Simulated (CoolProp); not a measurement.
A Linde-Hampson liquefier for CF4 (R14): isothermal reversible compression at 280 K from 1 atm to 10 MPa, throttling to 1 atm, return gas leaving the recuperator 2 K below the feed. Each further row changes one setting.

The numbers come from the reference Helmholtz-energy equation of state, Platzer 1990 in CoolProp. This equation is an older, rougher fit; its heat capacities, sound speeds and derivatives of the liquid may be far off and weren't checked against measurements.

```json
[
 {"case": "as stated", "liquid yield per pass": "?", "compression work (kJ/kg of gas)": "109"},
 {"case": "high pressure 20 MPa", "liquid yield per pass": "0.327", "compression work (kJ/kg of gas)": "?"},
 {"case": "warm-end temperature 310 K", "liquid yield per pass": "0.157", "compression work (kJ/kg of gas)": "126"},
 {"case": "warm-end gap 7 K", "liquid yield per pass": "?", "compression work (kJ/kg of gas)": "109"}
]
```

**Question.** What belongs in the gaps?

**Answer.** 
- as stated, liquid yield per pass: 0.243
- high pressure 20 MPa, compression work (kJ/kg of gas): 121
- warm-end gap 7 K, liquid yield per pass: 0.231
